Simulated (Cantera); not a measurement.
A perfectly stirred reactor is fed with C₃H₈ : O₂ : N₂ = 1.4 : 3.33 : 12.5 (molar parts), equivalence ratio 2.1, at 9.87 atm; it is adiabatic with a 775 K inlet, and is followed from long to short residence time, starting on the burning branch (τ in s: 0.083, 0.039, 0.019, 0.0089, 0.0042, 0.002, 0.00094, 0.00045, 0.00021, 0.0001, 4.8e-05).

Computed with Cantera and GRI-Mech 3.0 (53 species, 325 reactions). GRI-Mech 3.0 was tuned for natural gas; its chemistry of propane as a main component is partial and can be far from experiment.

x: mole fraction; the columns are a selection and need not sum to one.

```
τ (s)    T (K)    x C₃H₈      x O₂    x C₂H₆       x H   x CH₂   x C₂H₂     x HO₂
-------  -----  --------  --------  --------  --------  ------  -------  --------
0.083     1966   4.78e-7   7.21e-5   1.26e-6  0.000166       ?  0.00522   3.29e-8
0.039     1975   9.49e-7  0.000141   2.42e-6  0.000178       ?  0.00783   6.54e-8
0.019     1984   1.82e-6  0.000264   4.33e-6  0.000192       ?   0.0107   1.25e-7
0.0089    1993   3.62e-6  0.000505   7.80e-6  0.000210       ?   0.0138   2.46e-7
0.0042    1998   7.22e-6  0.000942   1.38e-5  0.000231       ?   0.0167   4.84e-7
0.0020    1999   1.45e-5   0.00171   2.43e-5  0.000258       ?   0.0192   9.57e-7
0.00094   1992   3.02e-5   0.00306   4.39e-5  0.000292       ?   0.0211   1.96e-6
0.00045   1974   6.42e-5   0.00533   8.13e-5  0.000329       ?   0.0221   4.12e-6
0.00021   1936  0.000153   0.00954  0.000167  0.000359       ?   0.0219   9.54e-6
0.00010   1864  0.000432    0.0178  0.000395  0.000346       ?   0.0190   2.47e-5
4.8e-5     775    0.0813     0.193    <1e-12    <1e-12  <1e-12   <1e-12  1.43e-11
```

Question: Some entries are withheld; supply them.

Answer: 
- 0.083, x CH₂: 1.73e-7
- 0.039, x CH₂: 3.11e-7
- 0.019, x CH₂: 5.41e-7
- 0.0089, x CH₂: 9.67e-7
- 0.0042, x CH₂: 1.70e-6
- 0.0020, x CH₂: 2.90e-6
- 0.00094, x CH₂: 4.83e-6
- 0.00045, x CH₂: 7.49e-6
- 0.00021, x CH₂: 1.07e-5
- 0.00010, x CH₂: 1.21e-5
